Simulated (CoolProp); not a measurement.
Ammonia along the isobar 158 bar: fugacity coefficient from the reference equation and from simpler models built on Tc = 405.6 K, pc = 113.6 bar, ω = 0.256; each cubic takes its own stable root.

The numbers come from the reference Helmholtz-energy equation of state, Gao 2020 in CoolProp.

| T (K) | phase | reference | van der Waals | Redlich-Kwong | Soave-Redlich-Kwong |
|---|---|---|---|---|---|
| 232.1 | liquid | 0.005123 | 0.06326 | 0.01118 | 0.005211 |
| 254.3 | liquid | 0.01465 | 0.1008 | 0.02820 | 0.01532 |
| 276.6 | liquid | 0.03431 | 0.1487 | 0.05875 | 0.03661 |
| 298.9 | liquid | 0.06864 | 0.2058 | 0.1057 | 0.07424 |
| 321.1 | liquid | 0.1211 | 0.2707 | 0.1697 | 0.1321 |
| 343.4 | liquid | 0.1941 | 0.3420 | 0.2501 | 0.2123 |
| 365.7 | liquid | 0.2870 | 0.4174 | 0.3430 | 0.3129 |
| 387.9 | liquid | 0.3959 | 0.4939 | 0.4426 | 0.4276 |
| 410.2 | supercritical | 0.5140 | 0.5691 | 0.5421 | 0.5460 |
| 432.5 | supercritical | 0.6185 | 0.6377 | 0.6273 | 0.6436 |
| 454.7 | supercritical | 0.6863 | 0.6910 | 0.6861 | 0.7084 |
| 477 | supercritical | 0.7373 | 0.7307 | 0.7306 | 0.7581 |
| 499.3 | supercritical | 0.7781 | 0.7627 | 0.7667 | 0.7985 |
| 521.5 | supercritical | 0.8113 | 0.7893 | 0.7966 | 0.8318 |
